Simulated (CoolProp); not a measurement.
Octamethyltrisiloxane (MDM) at several states: Z from the reference equation and from simpler models built on Tc = 292.2 °C, pc = 1438 kPa, ω = 0.528; each cubic takes its own stable root.

Model: reference Helmholtz-energy equation of state, Thol 2017, in CoolProp.

| T (°C) | p (kPa) | phase | reference | van der Waals | Redlich-Kwong | Soave-Redlich-Kwong | Peng-Robinson |
|---|---|---|---|---|---|---|---|
| -27.95 | 4960 | liquid | ? | 1.138 | 0.7765 | 0.7526 | ? |
| 114.25 | 4530 | liquid | 0.4536 | 0.7351 | 0.5193 | 0.4918 | ? |
| 265.35 | 1050 | liquid | 0.1153 | 0.6509 | 0.5893 | 0.1386 | 0.1230 |
| 149.85 | 3720 | liquid | ? | 0.5790 | 0.4143 | 0.3901 | 0.3462 |
| 168.55 | 120 | gas | 0.9233 | 0.9537 | 0.9403 | 0.9281 | 0.9243 |
| 66.25 | 12.1 | liquid | 0.001312 | 0.9918 | 0.9882 | 0.001449 | 0.001287 |

### Question
Some entries are withheld; supply them.

### Answer

- -27.95, reference: 0.6597
- -27.95, Peng-Robinson: 0.6723
- 114.25, Peng-Robinson: 0.4372
- 149.85, reference: 0.3610

At some of these states van der Waals, Redlich-Kwong gives the other phase, because its saturation line lies elsewhere.
